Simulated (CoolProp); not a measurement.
20 sccm (0 °C, 1 atm) of nitrogen bubbles through liquid m-xylene at 343.3 K and leaves saturated at a total pressure of 0.15 MPa (ideal gas phase). Each further row changes one setting.

The numbers come from the reference Helmholtz-energy equation of state, Zhou 2012 in CoolProp.

| case | vapour pressure (kPa) | mole fraction of vapour | delivery (mg/min) | delivery (sccm) | change of delivery for a bath 1 K warmer (%) |
|---|---|---|---|---|---|
| as stated | 10.2 | ? | 6.91 | ? | ? |
| bath temperature 348.3 K | ? | ? | ? | ? | 4.4 |
| total pressure 0.3 MPa | 10.2 | 0.0340 | 3.33 | 0.703 | 4.4 |

Question: What belongs in the gaps?

Answer: 
- as stated, mole fraction of vapour: 0.0679
- as stated, delivery (sccm): 1.46
- as stated, change of delivery for a bath 1 K warmer (%): 4.5
- bath temperature 348.3 K, vapour pressure (kPa): 12.5
- bath temperature 348.3 K, mole fraction of vapour: 0.0833
- bath temperature 348.3 K, delivery (mg/min): 8.60
- bath temperature 348.3 K, delivery (sccm): 1.82
